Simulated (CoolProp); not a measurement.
A closed Brayton cycle with carbon dioxide: compressor inlet 317.15 K and 7.7 MPa, high pressure 23.8 MPa, turbine inlet 755 K, compressor efficiency 0.89, turbine efficiency 0.9, recuperator effectiveness 0 (on enthalpy, no pinch check). Each further row changes one setting.

Model: reference Helmholtz-energy equation of state, Span 1996, in CoolProp.

| case | thermal efficiency (%) | net work (kJ/kg) | compressor to turbine work | compressor exit (K) | turbine exit (K) |
|---|---|---|---|---|---|
| as stated | 16.7 | 78.3 | 0.41 | 407.8 | 628.0 |
| turbine inlet 705 K | 16.7 | 67.8 | 0.44 | 407.8 | 582.7 |
| compressor inlet 327.15 K | 16.2 | ? | 0.46 | 425.5 | 628.0 |
| high pressure 20.2 MPa | ? | ? | 0.38 | 394.3 | 646.0 |
| recuperator effectiveness 0.5 | 22.9 | 78.3 | 0.41 | 407.8 | 628.0 |

**Question.** Fill in the missing entries.

**Answer.** 
- compressor inlet 327.15 K, net work (kJ/kg): 70.6
- high pressure 20.2 MPa, thermal efficiency (%): 14.6
- high pressure 20.2 MPa, net work (kJ/kg): 70.3
